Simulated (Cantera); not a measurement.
Charge: 1 mol Si₂Cl₆, 1.1 mol HCl, 280 mol N₂, equilibrated at 802 °C and 0.0250 bar.

Method: chemical equilibrium by Gibbs-energy minimisation in Cantera with the NASA 1993 tables (ideal gas, pure condensed phases). Candidate condensed phases: NH₄Cl, Si, Si₃N₄; 28 gas species. The feed counts by its element totals alone. N₂ is the only nitrogen source here; it is nearly inert below about 1500 K, so the nitride shown seldom forms there in practice. The tables' values for SiCl₃ are old estimates; treat these amounts as uncertain. Kinetics and transport are ignored.

Base state: N₂ 0.991, SiCl₄ 0.00531, HCl 0.00379, H₂ 5.11e-5, SiCl₃ 3.35e-5 (mole fractions); condensed: Si₃N₄(s).

Question: What changes in the equilibrium state with this change: N₂ from 280 to 15 mol?

Answer: 
```csv
species,before,after
N₂,0.991,0.851
SiCl₄,0.00531,0.0882
HCl,0.00379,0.0576
SiHCl₃,8.90e-7,5.79e-5
H₂,5.11e-5,0.00304
"Si₃N₄(s), mol",0.163,0.157
```
